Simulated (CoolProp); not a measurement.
A closed Brayton cycle with dry air: compressor inlet 328.15 K and 2 MPa, high pressure 4.61 MPa, turbine inlet 835 K, compressor efficiency 0.89, turbine efficiency 0.9, recuperator effectiveness 0 (on enthalpy, no pinch check). Each further row changes one setting.

The numbers come from the reference Helmholtz-energy equation of state, Lemmon 2000 in CoolProp. It is a pseudo-pure fit of the blend.

```csv
case,thermal efficiency (%),net work (kJ/kg),compressor to turbine work,compressor exit (K),turbine exit (K)
as stated,14.4,63.2,0.61,427.7,686.3
turbine inlet 785 K,(withheld),(withheld),0.65,427.7,643.9
compressor inlet 338.15 K,14.2,60.0,(withheld),(withheld),686.3
high pressure 3.92 MPa,12.1,(withheld),(withheld),406.6,(withheld)
recuperator effectiveness 0.5,(withheld),63.2,0.61,427.7,686.3
```

Task: Fill in the missing entries.

Result: 
- turbine inlet 785 K, thermal efficiency (%): 13.9
- turbine inlet 785 K, net work (kJ/kg): 53.2
- compressor inlet 338.15 K, compressor to turbine work: 0.63
- compressor inlet 338.15 K, compressor exit (K): 440.6
- high pressure 3.92 MPa, net work (kJ/kg): 55.6
- high pressure 3.92 MPa, compressor to turbine work: 0.59
- high pressure 3.92 MPa, turbine exit (K): 713.0
- recuperator effectiveness 0.5, thermal efficiency (%): 21.0
